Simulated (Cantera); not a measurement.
An isothermal, constant-pressure homogeneous reactor starts with NO : N₂ = 1 : 0.89 (molar parts), at 2025 K and 67.5 Torr.

Model: GRI-Mech 3.0 (53 species, 325 reactions), integrated in Cantera.

**Question.** Predict: x(NO) at 20.0 s; x(N₂) at 20.0 s; x(NO₂) at 20.0 s; x(O₂) at 20.0 s; x(N₂O) at 20.0 s; x(O) at 20.0 s.

**Answer.** x(NO) at 20.0 s: 0.0115 (gas-phase equilibrium 0.00880)
x(N₂) at 20.0 s: 0.729 (gas-phase equilibrium 0.731)
x(NO₂) at 20.0 s: 6.33e-6 (gas-phase equilibrium 4.85e-6)
x(O₂) at 20.0 s: 0.258 (gas-phase equilibrium 0.259)
x(N₂O) at 20.0 s: 1.60e-7 (gas-phase equilibrium 1.43e-7)
x(O) at 20.0 s: 0.00138 (gas-phase equilibrium 0.00138)
